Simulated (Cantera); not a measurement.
A Cantera script and what it prints.

```python
import numpy as np
import cantera as ct

gas_names = [...]  # 151 gases of nasa_gas.yaml made of C, H, N, O, Si
cond_names = """
    C(gr) C6H6(L) C7H8(L) C8H18(L),n-octa H2O(s) H2O(L) Si(cr) Si(L) SiC(b) SiO2(Lqz) SiO2(hqz) SiO2(L)
    Si2N2O(s) Si3N4(a)
""".split()


# ... load() reads the species with a 1 bar reference pressure and builds the phases ...
atoms = {
    'Si3N4': {'Si': 3, 'N': 4},
    'CO2': {'C': 1, 'O': 2},
    'H2': {'H': 2},
}
top_T = {'C(gr)': 4500, 'SiC(b)': 3050, 'Si2N2O(s)': 2100, 'Si3N4(a)': 2400}  # K; cautious upper limits of use, not melting points


# ... equilibrate(T, P, feed) seeds the gas with the atoms and calls Mixture.equilibrate('TP', solver="vcs", rtol=1e-11, max_steps=5000) ...
results = []
feed = {'Si3N4': 1, 'CO2': 0.069, 'H2': 14}  # mol
P = 9000  # Pa
for T in [975, 1025, 1075, 1125, 1175, 1225, 1275]:
    mix = equilibrate(T, P, feed)
    results.append((T, P, feed, dict(zip(mix.species_names, mix.species_moles))))
    x = sorted(zip(gas.X, gas.species_names), reverse=True)
    print(f"T = {T:g} K  P = {P:g} Pa  gas = {mix.phase_moles(0):.4g} mol")
    print("   x: " + "  ".join(f"{s} {v:.3e}" for v, s in x if v > 1e-06))
    print("   condensed (mol): " + ("  ".join(f"{mix.phase(i).name} {mix.phase_moles(i):.4g}"
          for i in range(1, mix.n_phases) if mix.phase_moles(i) > 1e-12) or "none"))
```

Output:

```
T = 975 K  P = 9000 Pa  gas = 13.98 mol
   x: H2 9.918e-01  CH4 4.937e-03  N2 3.289e-03  NH3 3.517e-06
   condensed (mol): Si2N2O(s) 0.138  Si3N4(a) 0.908
T = 1025 K  P = 9000 Pa  gas = 13.98 mol
   x: H2 9.918e-01  CH4 4.936e-03  N2 3.290e-03  NH3 2.524e-06
   condensed (mol): Si2N2O(s) 0.138  Si3N4(a) 0.908
T = 1075 K  P = 9000 Pa  gas = 13.99 mol
   x: H2 9.927e-01  CH4 4.000e-03  N2 3.287e-03  NH3 1.868e-06
   condensed (mol): C(gr) 0.01303  Si2N2O(s) 0.138  Si3N4(a) 0.908
T = 1125 K  P = 9000 Pa  gas = 14.01 mol
   x: H2 9.941e-01  N2 3.282e-03  CH4 2.566e-03  HCN 1.753e-06  NH3 1.419e-06
   condensed (mol): C(gr) 0.03302  Si2N2O(s) 0.138  Si3N4(a) 0.908
T = 1175 K  P = 9000 Pa  gas = 14.02 mol
   x: H2 9.950e-01  N2 3.278e-03  CH4 1.706e-03  HCN 3.207e-06  NH3 1.101e-06
   condensed (mol): C(gr) 0.04502  Si2N2O(s) 0.138  Si3N4(a) 0.908
T = 1225 K  P = 9000 Pa  gas = 14.07 mol
   x: H2 9.931e-01  N2 5.887e-03  CH4 9.649e-04  HCN 6.187e-06  NH3 1.165e-06  H 1.035e-06
   condensed (mol): SiC(b) 0.05533  Si2N2O(s) 0.138  Si3N4(a) 0.8896
T = 1275 K  P = 9000 Pa  gas = 14.08 mol
   x: H2 9.933e-01  N2 6.282e-03  CH4 3.637e-04  HCN 5.684e-06  H 2.449e-06
   condensed (mol): SiC(b) 0.06379  Si2N2O(s) 0.138  Si3N4(a) 0.8867
```

Cantera equilibrium calculation (NASA polynomials, part measured and part estimated; ideal gas, pure solids and liquids). Mutual solubility and eutectic melting of coexisting phases are not modelled.
